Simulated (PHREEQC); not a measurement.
PHREEQC input (Pitzer model, pitzer.dat):

```
SOLUTION 1
  temp 75
  units mol/kgw
  pH 7 charge
  Cl 0.057
  Na 0.057
  S(6) 0.052
  K 0.104
END
USE solution 1
INCREMENTAL_REACTIONS false
REACTION 1
  H2O -1
  0 9.886 18.011 24.689 30.178 34.689 38.397 41.444
  43.949 46.007 47.699 49.089 50.232 51.172 51.944 52.578
  53.1 53.528 53.88 54.17 54.408 54.603 54.764 54.896
  55.005 55.094 55.168 55.228 moles
EQUILIBRIUM_PHASES 1
  Arcanite 0 0
  Glaserite 0 0
  Halite 0 0
  Mirabilite 0 0
  Misenite 0 0
  Sylvite 0 0
  Thenardite 0 0
SELECTED_OUTPUT 1
  -reset false
  -pH true
  -pe true
  -ionic_strength true
  -water true
  -activities H2O
  -totals Cl K Na S
  -molalities H+ Na+ K+ Cl- SO4-2 OH- HSO4-
  -equilibrium_phases Arcanite Glaserite Halite Mirabilite Misenite Sylvite Thenardite
PRINT
  -reset false
END
```

Selected output (columns that matter, 21 of 28 rows; water left (kg) added in front):

```
water left (kg)	pH	mu	Cl	K	Na	S	m_H+	m_Na+	m_K+	la_H2O	Arcanite	Glaserite	Halite	Sylvite
1	6.7355	0.213	0.057	0.104	0.057	0.052	2.8905e-07	0.057	0.104	-0.0017715	0	0	0	0
0.821894	6.7543	0.25916	0.069352	0.12654	0.069352	0.063269	2.8596e-07	0.069352	0.12654	-0.0021364	0	0	0	0
0.555203	6.7914	0.38364	0.10267	0.18732	0.10267	0.093659	2.8094e-07	0.10267	0.18732	-0.0031074	0	0	0	0
0.456313	6.8098	0.46678	0.12491	0.22791	0.12491	0.11396	2.7875e-07	0.12491	0.22791	-0.0037482	0	0	0	0
0.375043	6.8281	0.56793	0.15198	0.2773	0.15198	0.13865	2.7652e-07	0.15198	0.2773	-0.0045217	0	0	0	0
0.253345	6.8647	0.84075	0.22499	0.41051	0.22499	0.20525	2.7064e-07	0.22499	0.41051	-0.0065858	0	0	0	0
0.208215	6.8833	1.023	0.27376	0.49948	0.27376	0.24974	2.6606e-07	0.27376	0.49948	-0.0079537	0	0	0	0
0.171138	6.9024	1.2446	0.33306	0.6077	0.33306	0.30385	2.5948e-07	0.33306	0.6077	-0.0096121	0	0	0	0
0.115613	6.9434	1.8424	0.49303	0.89956	0.49303	0.44978	2.3662e-07	0.49303	0.89956	-0.014094	0	0	0	0
0.0950203	6.9664	2.2416	0.59987	1.0945	0.59987	0.54725	2.1815e-07	0.59987	1.0945	-0.01712	0	0	0	0
0.0641769	7.0211	3.319	0.88817	1.6205	0.88817	0.81026	1.6298e-07	0.88817	1.6205	-0.02551	0	0	0	0
0.0527548	7.0549	4.0376	1.0805	1.9714	1.0805	0.98569	1.2715e-07	1.0805	1.9714	-0.031329	0	0	0	0
0.0433504	7.0923	4.8822	1.3149	2.3782	1.3149	1.1891	9.0394e-08	1.3149	2.3782	-0.038495	0.00045198	0	0	0
0.0292979	7.0366	5.1002	1.9455	2.4648	1.5839	1.0516	8.206e-08	1.5839	2.4648	-0.046819	0	0.010596	0	0
0.0240733	6.9944	5.2145	2.3678	2.5034	1.7622	0.94892	7.904e-08	1.7622	2.5034	-0.052421	0	0.014578	0	0
0.0197855	6.9451	5.4024	2.8809	2.5749	1.9871	0.84052	7.4936e-08	1.9871	2.5749	-0.059742	0	0.017685	0	0
0.0133718	6.8236	6.114	4.2627	2.87	2.6269	0.6171	6.339e-08	2.6269	2.87	-0.081954	0	0.021874	0	0
0.0109937	6.751	6.713	5.1848	3.1291	3.0745	0.5094	5.6035e-08	3.0745	3.1291	-0.098536	0	0.0232	0	0
0.00902995	6.6707	7.5432	6.3123	3.4947	3.6382	0.41029	4.7707e-08	3.6382	3.4947	-0.1204	0	0.024148	0	0
0.00609334	6.5431	9.3667	8.4059	4.0081	5.0384	0.32028	3.2206e-08	5.0384	4.0081	-0.16629	0	0.025024	0.001275	0.0045049
0.00501238	6.5431	9.3667	8.4059	4.0081	5.0384	0.32028	3.2206e-08	5.0384	4.0081	-0.16629	0	0.025197	0.0065483	0.0083181
```

Complexes and solids missing from the database can't appear. Away from 25 °C the constants follow the database's enthalpies or fits; those with neither stay at their 25 °C values.
